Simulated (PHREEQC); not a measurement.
A solution holds 0.14 mol KCl, 0.00018 mol Na2B4O7 and 8.7e-07 mol H4SiO4 per kg of water, at 25 °C. Closed to the air; pH follows from the charge balance.

Computed with PHREEQC (ion-association model, phreeqc.dat).

```csv
quantity,before,after
pH,9.07,8.97
H3BO3 (mol/kgw),0.000376,0.000387
H2BO3- (mol/kgw),0.000344,0.000333
H4SiO4 (mol/kgw),7.02e-7,6.89e-7
H3SiO4- (mol/kgw),1.68e-7,1.81e-7
SI of Quartz (SiO2),-2.16,-2.31
```

What was changed between the two runs?
A. KCl replaced by NH4Cl at the same molality
B. temperature from 25 to 35 °C
C. Na2B4O7 from 0.00018 to 1.8e-05 mol/kgw
D. temperature from 25 to 45 °C
E. diluted 5-fold with water

B, temperature from 25 to 35 °C

No solid was allowed to form.
